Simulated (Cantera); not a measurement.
What does this Cantera script print?

```python
import numpy as np
import cantera as ct

gas_names = """
    C CH CH2 CH3 CH2OH CH3O CH4 CH3OH CO CO2 COOH C2 C2H CHCO,ketyl C2H2,acetylene C2H2,vinylidene
    CH2CO,ketene C2H3,vinyl CH3CO,acetyl C2H4 C2H4O,ethylen CH3CHO,ethanal CH3COOH (HCOOH)2 C2H5 C2H6
    CH3OCH3 C2H5OH C2O C3 C3H3,propargyl C3H4,allene C3H4,propyne C3H4,cyclo- C3H5,allyl C3H6,propylene
    C3H6,cyclo- C3H6O C3H7,n-propyl C3H7,i-propyl C3H8 C3H8O,1propanol C3H8O,2propanol C3O2 C4 C4H2
    C4H4,1,3-cyclo- C4H6,butadiene C4H6,2-butyne C4H6,cyclo- C4H8,1-butene C4H8,cis2-buten
    C4H8,tr2-butene C4H8,isobutene C4H8,cyclo- (CH3COOH)2 C4H9,n-butyl C4H9,i-butyl C4H9,s-butyl
    C4H9,t-butyl C4H10,isobutane C4H10,n-butane C5 C5H6,1,3cyclo- C5H8,cyclo- C5H10,1-pentene
    C5H10,cyclo- C5H11,pentyl C5H11,t-pentyl C5H12,n-pentane C5H12,i-pentane CH3C(CH3)2CH3 C6H2
    C6H5,phenyl C6H5O,phenoxy C6H6 C6H5OH,phenol C6H10,cyclo- C6H12,1-hexene C6H12,cyclo- C6H13,n-hexyl
    C7H7,benzyl C7H8 C7H8O,cresol C7H14,1-heptene C7H15,n-heptyl C7H16,n-heptane C8H8,styrene
    C8H10,ethylbenz C8H16,1-octene C8H17,n-octyl C8H18,isooctane C8H18,n-octane C9H19,n-nonyl
    C10H8,naphthale C10H21,n-decyl C12H9,o-bipheny C12H10,bipheny H HCO HO2 H2 HCHO,formaldehy HCOOH H2O
    H2O2 O OH O2 O3
""".split()
cond_names = """
    C(gr) C6H6(L) C7H8(L) C8H18(L),n-octa H2O(s) H2O(L)
""".split()


def load(file, names, dense=False):
    # The tables refer to 1 bar. Condensed volumes are neglected.
    table = {s.name: s for s in ct.Species.list_from_file(file)}
    out = []
    for n in names:
        d = dict(table[n].input_data)
        d["thermo"] = dict(d["thermo"], **{"reference-pressure": 1e5})
        if dense:
            d["equation-of-state"] = {"model": "constant-volume", "density": "1e6 g/cm^3"}
        out.append(ct.Species.from_dict(d))
    return out


gas = ct.Solution(thermo="ideal-gas", species=load("nasa_gas.yaml", gas_names))
cond = {s.name: ct.Solution(thermo="fixed-stoichiometry", species=[s], name=s.name)
        for s in load("nasa_condensed.yaml", cond_names, dense=True)}
atoms = {
    'CO2': {'C': 1, 'O': 2},
    'H2O': {'H': 2, 'O': 1},
    'O2': {'O': 2},
}
top_T = {'C(gr)': 4500}  # K; cautious upper limits of use, not melting points


def equilibrate(T, P, feed):
    n = {}
    for name, mol in feed.items():
        for a, k in atoms[name].items():
            n[a] = n.get(a, 0.0) + k * mol
    gas.TPX = T, P, n
    mass = sum(n.values()) * gas.mean_molecular_weight
    gas.equilibrate("TP")
    valid = [c for c in cond.values() if c.min_temp <= T <= top_T.get(c.name, c.max_temp)]
    mix = ct.Mixture([(gas, mass / gas.mean_molecular_weight)] + [(c, 0.0) for c in valid])
    mix.T, mix.P = T, P
    mix.equilibrate("TP", solver="vcs", rtol=1e-11, max_steps=5000)
    return mix


results = []
feed = {'CO2': 1, 'H2O': 0.15, 'O2': 4}  # mol
P = 1100  # Pa
for T in [2200, 2300, 2400, 2500, 2600, 2700, 2800, 2900]:
    mix = equilibrate(T, P, feed)
    results.append((T, P, feed, dict(zip(mix.species_names, mix.species_moles))))

top = {s: max(r[3][s] / sum(r[3][g] for g in gas_names) for r in results) for s in gas_names}
cols = sorted((s for s in top if top[s] > 1e-05), key=lambda s: -top[s])[:7]
seen = [c for c in cond_names if any(r[3].get(c, 0) > 1e-12 for r in results)]
print("log10 of partial pressures in bar; condensed amounts in mol")
print(f"{'T/K':>10s}" + "".join(f"{s[:9]:>10s}" for s in cols + seen))
for T, P, feed, n in results:
    ng = sum(n[g] for g in gas_names)
    print(f"{T:10.4g}" + "".join(f"{np.log10(max(n[s] / ng * P / 1e5, 1e-99)):10.3f}" for s in cols)
          + "".join(f"{n.get(c, 0):10.4g}" for c in seen))
```

It prints:

```
log10 of partial pressures in bar; condensed amounts in mol
       T/K        O2         O       CO2        CO         H       H2O        OH
      2200    -2.082    -3.609    -2.707    -3.886    -5.001    -3.602    -3.954
      2300    -2.092    -3.350    -2.739    -3.628    -4.664    -3.663    -3.820
      2400    -2.107    -3.116    -2.791    -3.410    -4.371    -3.754    -3.715
      2500    -2.132    -2.905    -2.868    -3.236    -4.122    -3.885    -3.646
      2600    -2.169    -2.717    -2.976    -3.104    -3.920    -4.068    -3.616
      2700    -2.221    -2.553    -3.117    -3.014    -3.766    -4.315    -3.632
      2800    -2.295    -2.413    -3.288    -2.960    -3.658    -4.627    -3.695
      2900    -2.394    -2.297    -3.489    -2.934    -3.589    -4.996    -3.800
```

Method: chemical equilibrium by Gibbs-energy minimisation in Cantera with the NASA 1993 tables (ideal gas, pure condensed phases).
